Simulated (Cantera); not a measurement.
Charge: 1 mol Cu, 4.7 mol F₂, 2 mol N₂, equilibrated at 100000 Pa.

Method: chemical equilibrium by Gibbs-energy minimisation in Cantera with the NASA 1993 tables (ideal gas, pure condensed phases). Candidate condensed phases: Cu, CuF₂; 11 gas species. Kinetics and transport are ignored. All values below are at 1150 K.

Base state: F₂ 0.444, N₂ 0.307, F 0.239, NF₃ 0.00892, CuF₂ 0.000492, NF₂ 1.73e-5 (mole fractions); condensed: CuF₂(l).

Problem. What changes in the equilibrium state with this change: pressure from 100000 Pa to 133 Pa?

Solution. 
| species | before | after |
|---|---|---|
| F | 0.239 | 0.705 |
| N₂ | 0.307 | 0.193 |
| CuF₂ | 0.000492 | 0.0966 |
| F₂ | 0.444 | 0.00515 |
| NF₃ | 0.00892 | 1.18e-8 |
| NF₂ | 1.73e-5 | 5.83e-9 |
| CuF₂(l), mol | 0.997 | 0 |
